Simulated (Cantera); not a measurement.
Input (Python, Cantera) and output of one run.

```python
import numpy as np
import cantera as ct

gas_names = """
    B BH BH2 BH3 BN BO BO2 B2 B2O B2O2 B2O3 B3O3H3 H HBO HBO2 HNO HNO2 HNO3 HO2 H2 H2O H2O2 H3B3O6 N NH
    NH2 NH3 NH2OH NO NO2 NO3 N2 N2H2 N2H4 N2O O OH O2 O3
""".split()
cond_names = """
    B(b) B(L) BN(s) B2O3(L) B3O3H3(cr) H2O(s) H2O(L)
""".split()


# ... load() reads the species with a 1 bar reference pressure and builds the phases ...
atoms = {
    'borazine': {'B': 3, 'N': 3, 'H': 6},
    'H2O': {'H': 2, 'O': 1},
}
top_T = {'BN(s)': 3200}  # K; cautious upper limits of use, not melting points


# ... equilibrate(T, P, feed) seeds the gas with the atoms and calls Mixture.equilibrate('TP', solver="vcs", rtol=1e-11, max_steps=5000) ...
results = []
T = 1948.15  # K
P = 14  # Pa
for m in [2.2, 2.6, 3.1, 3.7, 4.4, 5.3, 6.4, 7.6, 9.2, 11, 13, 16]:
    feed = {'borazine': 1, 'H2O': m}  # mol
    mix = equilibrate(T, P, feed)
    results.append((T, P, feed, dict(zip(mix.species_names, mix.species_moles))))
    x = sorted(zip(gas.X, gas.species_names), reverse=True)
    print(f"T = {T:g} K  P = {P:g} Pa  n(H2O) = {m:g} mol  gas = {mix.phase_moles(0):.4g} mol")
    print("   x: " + "  ".join(f"{s} {v:.3e}" for v, s in x if v > 1e-05))
    print("   condensed (mol): " + ("  ".join(f"{mix.phase(i).name} {mix.phase_moles(i):.4g}"
          for i in range(1, mix.n_phases) if mix.phase_moles(i) > 1e-12) or "none"))
```

Output:

```
T = 1948.15 K  P = 14 Pa  n(H2O) = 2.2 mol  gas = 8.696 mol
   x: H2 5.295e-01  N2 1.725e-01  BO 1.342e-01  H 6.957e-02  HBO 6.693e-02  B2O2 2.495e-02  B2O 1.723e-03  B 3.924e-04  BH2 1.825e-04  B2O3 7.100e-05  HBO2 2.702e-05
   condensed (mol): B(b) 0.7808
T = 1948.15 K  P = 14 Pa  n(H2O) = 2.6 mol  gas = 9.418 mol
   x: H2 5.240e-01  N2 1.593e-01  BO 1.444e-01  HBO 7.166e-02  H 6.920e-02  B2O2 2.890e-02  B2O 1.855e-03  B 3.924e-04  BH2 1.806e-04  B2O3 8.855e-05  HBO2 3.114e-05
   condensed (mol): B(b) 0.3782
T = 1948.15 K  P = 14 Pa  n(H2O) = 3.1 mol  gas = 10.2 mol
   x: H2 5.260e-01  N2 1.471e-01  BO 1.458e-01  HBO 7.248e-02  H 6.934e-02  B2O2 2.946e-02  B2O3 7.203e-03  HBO2 2.514e-03  H2O 8.423e-05  BO2 3.625e-05  B2O 2.369e-05
   condensed (mol): none
T = 1948.15 K  P = 14 Pa  n(H2O) = 3.7 mol  gas = 10.6 mol
   x: H2 5.586e-01  N2 1.415e-01  BO 9.854e-02  H 7.145e-02  HBO 5.049e-02  B2O3 4.213e-02  HBO2 2.242e-02  B2O2 1.346e-02  H2O 1.145e-03  BO2 3.137e-04  OH 1.326e-05
   condensed (mol): none
T = 1948.15 K  P = 14 Pa  n(H2O) = 4.4 mol  gas = 11.11 mol
   x: H2 5.802e-01  N2 1.350e-01  H 7.282e-02  B2O3 5.992e-02  HBO2 5.954e-02  BO 5.378e-02  HBO 2.808e-02  H2O 5.682e-03  B2O2 4.008e-03  BO2 8.176e-04  OH 6.453e-05
   condensed (mol): none
T = 1948.15 K  P = 14 Pa  n(H2O) = 5.3 mol  gas = 11.88 mol
   x: H2 5.726e-01  N2 1.263e-01  HBO2 1.161e-01  H 7.234e-02  B2O3 4.955e-02  H2O 2.611e-02  BO 2.266e-02  HBO 1.175e-02  BO2 1.605e-03  B2O2 7.117e-04  OH 2.985e-04  O 2.795e-05
   condensed (mol): none
T = 1948.15 K  P = 14 Pa  n(H2O) = 6.4 mol  gas = 12.94 mol
   x: H2 5.361e-01  HBO2 1.539e-01  N2 1.159e-01  H2O 7.546e-02  H 7.000e-02  B2O3 3.016e-02  BO 1.006e-02  HBO 5.050e-03  BO2 2.199e-03  OH 8.916e-04  B2O2 1.403e-04  O 8.628e-05  NO 1.271e-05
   condensed (mol): none
T = 1948.15 K  P = 14 Pa  n(H2O) = 7.6 mol  gas = 14.15 mol
   x: H2 4.933e-01  HBO2 1.639e-01  H2O 1.382e-01  N2 1.060e-01  H 6.715e-02  B2O3 1.866e-02  BO 5.611e-03  HBO 2.701e-03  BO2 2.441e-03  OH 1.702e-03  O 1.717e-04  B2O2 4.363e-05  NO 2.420e-05  O2 2.088e-05
   condensed (mol): none
T = 1948.15 K  P = 14 Pa  n(H2O) = 9.2 mol  gas = 15.78 mol
   x: H2 4.435e-01  H2O 2.158e-01  HBO2 1.600e-01  N2 9.506e-02  H 6.367e-02  B2O3 1.139e-02  BO 3.326e-03  OH 2.804e-03  BO2 2.513e-03  HBO 1.518e-03  O 2.983e-04  O2 6.299e-05  NO 3.980e-05  B2O2 1.533e-05
   condensed (mol): none
T = 1948.15 K  P = 14 Pa  n(H2O) = 11 mol  gas = 17.62 mol
   x: H2 3.975e-01  H2O 2.896e-01  HBO2 1.498e-01  N2 8.511e-02  H 6.028e-02  B2O3 7.436e-03  OH 3.974e-03  BO2 2.485e-03  BO 2.196e-03  HBO 9.492e-04  O 4.466e-04  O2 1.412e-04  NO 5.638e-05
   condensed (mol): none
T = 1948.15 K  P = 14 Pa  n(H2O) = 13 mol  gas = 19.67 mol
   x: H2O 3.568e-01  H2 3.564e-01  HBO2 1.377e-01  N2 7.622e-02  H 5.707e-02  OH 5.170e-03  B2O3 5.104e-03  BO2 2.413e-03  BO 1.552e-03  HBO 6.352e-04  O 6.137e-04  O2 2.666e-04  NO 7.332e-05
   condensed (mol): none
T = 1948.15 K  P = 14 Pa  n(H2O) = 16 mol  gas = 22.75 mol
   x: H2O 4.354e-01  H2 3.087e-01  HBO2 1.216e-01  N2 6.588e-02  H 5.312e-02  OH 6.779e-03  B2O3 3.261e-03  BO2 2.289e-03  BO 1.045e-03  O 8.645e-04  O2 5.291e-04  HBO 3.981e-04  NO 9.602e-05
   condensed (mol): none
```

Cantera equilibrium calculation (NASA polynomials, part measured and part estimated; ideal gas, pure solids and liquids). The feed counts by its element totals alone. The tables' values for BH2 are old estimates; treat these amounts as uncertain.
